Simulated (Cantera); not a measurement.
Feed: 1 mol Si2Cl6, 1.5 mol N2, 3 mol H2, equilibrated at 1575 K and 390 Pa.

Cantera equilibrium calculation (NASA polynomials, part measured and part estimated; ideal gas, pure solids and liquids). Candidate condensed phases: NH4Cl, Si, Si3N4; 28 gas species. The feed counts by its element totals alone. The tables' values for SiCl3, SiCl are old estimates; treat these amounts as uncertain. Kinetics and transport are ignored.

Base state: H2 0.276, SiCl2 0.255, HCl 0.253, N2 0.201, SiCl3 0.0121, SiCl4 0.00150, H 0.000350, Cl 0.000255 (mole fractions); condensed: gas only.

Q: What changes in the equilibrium state with this change: pressure from 390 Pa to 22.0 Pa?

A: 
| species | before | after |
|---|---|---|
| H2 | 0.276 | 0.268 |
| SiCl2 | 0.255 | 0.263 |
| HCl | 0.253 | 0.263 |
| SiCl3 | 0.0121 | 0.00312 |
| N2 | 0.201 | 0.200 |
| SiHCl3 | 0.000218 | 1.32e-5 |
| Si | 4.76e-6 | 7.87e-5 |
